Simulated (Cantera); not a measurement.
**Tantalum, niobium, vanadium and zirconium in process gases: Ta + H2O**

A closed system holds: 1 mol Ta, a varied amount of H2O, held at 1050 °C and 0.638 Torr.

Cantera equilibrium calculation (NASA polynomials, part measured and part estimated; ideal gas, pure solids and liquids). Candidate condensed phases: H2O, Ta, Ta2O5; 12 gas species. Rates play no part.

From 2.5 mol H2O to 13 mol H2O the condensed part is Ta2O5(s).

| n(H2O) (mol) | log p H2 | log p H2O | log p H | log p OH | n Ta2O5(s) |
|---|---|---|---|---|---|
| 2.5 | -3.07 | -7.80 | -7.33 | -13.91 | 0.500 |
| 2.9 | -3.14 | -3.93 | -7.37 | -10.00 | 0.500 |
| 3.3 | -3.19 | -3.69 | -7.39 | -9.73 | 0.500 |
| 3.8 | -3.25 | -3.54 | -7.42 | -9.55 | 0.500 |
| 4.3 | -3.31 | -3.45 | -7.45 | -9.43 | 0.500 |
| 5 | -3.37 | -3.37 | -7.48 | -9.32 | 0.500 |
| 5.7 | -3.43 | -3.32 | -7.51 | -9.25 | 0.500 |
| 6.5 | -3.49 | -3.28 | -7.54 | -9.18 | 0.500 |
| 7.5 | -3.55 | -3.25 | -7.57 | -9.11 | 0.500 |
| 8.6 | -3.61 | -3.22 | -7.60 | -9.05 | 0.500 |
| 9.9 | -3.67 | -3.20 | -7.63 | -9.00 | 0.500 |
| 11 | -3.71 | -3.18 | -7.66 | -8.96 | 0.500 |
| 13 | -3.79 | -3.16 | -7.69 | -8.91 | 0.500 |
log p: log10 of the partial pressure in bar; n: condensed amount in mol.
